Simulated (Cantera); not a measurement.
An adiabatic, constant-volume homogeneous reactor starts with 5.03 % CH4, 0.151 % C2H6, 19.9 % O2, 74.9 % N2, at 1573 K and 10.9 atm.

Computed with Cantera and GRI-Mech 3.0 (53 species, 325 reactions).

x: mole fraction; the columns are a selection and need not sum to one.

```csv
t (s),T (K),P (bar),x CH4,x C2H6,x O2,x OH,x HCO
1.00e-6,1573,11.0,0.0502,0.00150,0.199,1.22e-7,1.99e-11
4.64e-6,1573,11.0,0.0502,0.00147,0.199,7.77e-7,?
2.15e-5,1582,11.1,0.0484,0.00148,0.198,7.69e-6,?
0.000100,2784,19.6,<1e-12,<1e-12,0.0897,0.0121,?
0.000464,2760,19.5,<1e-12,<1e-12,0.0839,0.0112,5.73e-9
0.00215,2750,19.4,<1e-12,<1e-12,0.0816,0.0109,5.41e-9
0.0100,2750,19.4,<1e-12,<1e-12,0.0816,0.0109,5.41e-9
0.0464,2750,19.4,<1e-12,<1e-12,0.0816,0.0109,5.41e-9
0.215,2750,19.4,<1e-12,<1e-12,0.0816,0.0109,5.41e-9
1.00,2750,19.4,<1e-12,<1e-12,0.0816,0.0109,5.41e-9
```

### Question
What belongs in the gaps?

### Answer

- 4.64e-6, x HCO: 1.01e-9
- 2.15e-5, x HCO: 1.37e-7
- 0.000100, x HCO: 6.63e-9
